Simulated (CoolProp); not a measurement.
The numbers come from the reference Helmholtz-energy equation of state, Eisenbach 2021 in CoolProp.

Task: For propylene glycol, give the phase and the Z, cp (kJ/(kg K)), cv (kJ/(kg K)), isothermal compressibility (1/MPa) at 507.9 K and 30700 kPa; 342.1 K and 1490 kPa; 488.1 K and 4090 kPa.

Result: 
- 507.9 K and 30700 kPa: liquid; Z 0.629, cp 3.52, cv 2.96, isothermal compressibility 0.00118
- 342.1 K and 1490 kPa: liquid; Z 0.0399, cp 2.74, cv 2.37, isothermal compressibility 0.000598
- 488.1 K and 4090 kPa: liquid; Z 0.0882, cp 3.51, cv 2.93, isothermal compressibility 0.00147
